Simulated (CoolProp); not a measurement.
Model: reference Helmholtz-energy equation of state, Eisenbach 2021, in CoolProp.

**Question.** For propylene glycol, give the phase and the cp (kJ/(kg K)), speed of sound (m/s), isothermal compressibility (1/MPa), expansivity (1/kK) at 117.95 °C and 10.1 MPa; 117.95 °C and 12.2 MPa.

**Answer.** 
- 117.95 °C and 10.1 MPa: liquid; cp 2.99, speed of sound 1290, isothermal compressibility 0.000725, expansivity 0.859
- 117.95 °C and 12.2 MPa: liquid; cp 2.99, speed of sound 1300, isothermal compressibility 0.000713, expansivity 0.851
